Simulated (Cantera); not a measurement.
Cantera with NASA thermochemical tables; ideal gases at 1 bar, condensed phases pure. Values are per mole of reaction as written; species without (g) are pure solids or liquids, kept so even where they would boil at 1 bar.

N2(g) + AlF3(g) ⇌ AlN + NF3(g), with ΔH° = 759.6 kJ and ΔS° = -187.4 J/K at 300 K.

Question: How far is the shortcut ΔG° ≈ ΔH°(300 K) − T·ΔS°(300 K) from the full temperature-dependent value at 1823, 1923, 2023, 2123, 2223, 2323, 2423, 2523, 2623 K?

Answer: 
```tsv
T (K)	shortcut (kJ)	full (kJ)	difference (kJ)	difference in log10 K
1823	1101.2	1087.2	14.0	-0.40
1923	1120.0	1104.0	16.0	-0.43
2023	1138.7	1120.6	18.1	-0.47
2123	1157.5	1137.2	20.3	-0.50
2223	1176.2	1153.7	22.5	-0.53
2323	1194.9	1170.0	24.9	-0.56
2423	1213.7	1186.3	27.3	-0.59
2523	1232.4	1202.5	29.9	-0.62
2623	1251.2	1218.7	32.5	-0.65
```
The shortcut ignores the heat-capacity change of the reaction.
